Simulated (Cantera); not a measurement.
## Hydrocarbon pyrolysis for carbon deposition

An isothermal, constant-pressure homogeneous reactor starts with C2H6 : N2 = 1 : 7.9 (molar parts), at 1425 K and 120000 Pa.

Model: GRI-Mech 3.0 (53 species, 325 reactions), integrated in Cantera. GRI-Mech 3.0 stops at C3 and has no aromatics, soot or wall deposition, so with more carbon than oxygen in the feed, carbon stays in small species such as C2H2 where larger ones or solid carbon would form.

| t (s) | x C2H6 | x C2H2 | x H2 | x H | x CH3 |
|---|---|---|---|---|---|
| 0.000300 | 0.0605 | 0.00223 | 0.0382 | 2.39e-5 | 0.000502 |
| 0.000668 | 0.0253 | 0.00849 | 0.0676 | 2.75e-5 | 0.000322 |
| 0.00149 | 0.00454 | 0.0215 | 0.0927 | 2.08e-5 | 0.000128 |
| 0.00332 | 0.000621 | 0.0341 | 0.106 | 9.41e-6 | 4.58e-5 |
| 0.00739 | 0.000128 | 0.0437 | 0.116 | 4.72e-6 | 2.10e-5 |
| 0.0165 | 5.98e-5 | 0.0533 | 0.124 | 3.55e-6 | 1.47e-5 |
| 0.0367 | 3.89e-5 | 0.0638 | 0.134 | 3.23e-6 | 1.25e-5 |
| 0.0818 | 2.34e-5 | 0.0714 | 0.141 | 2.85e-6 | 1.05e-5 |
| 0.182 | 1.84e-5 | 0.0738 | 0.143 | 2.67e-6 | 9.82e-6 |
| 0.406 | 1.80e-5 | 0.0738 | 0.142 | 2.63e-6 | 9.84e-6 |
| 0.904 | 1.81e-5 | 0.0736 | 0.141 | 2.58e-6 | 9.99e-6 |
| 2.01 | 1.82e-5 | 0.0732 | 0.140 | 2.50e-6 | 1.02e-5 |
| 4.49 | 1.84e-5 | 0.0726 | 0.138 | 2.40e-6 | 1.06e-5 |
| 10.0 | 1.86e-5 | 0.0722 | 0.136 | 2.33e-6 | 1.08e-5 |
x: mole fraction; the columns are a selection and need not sum to one.

Equilibrium at this temperature and pressure: C2H6 1.16e-5, C2H2 0.0389, H2 0.146, H 2.39e-6, CH3 8.61e-6 (gas phase only).
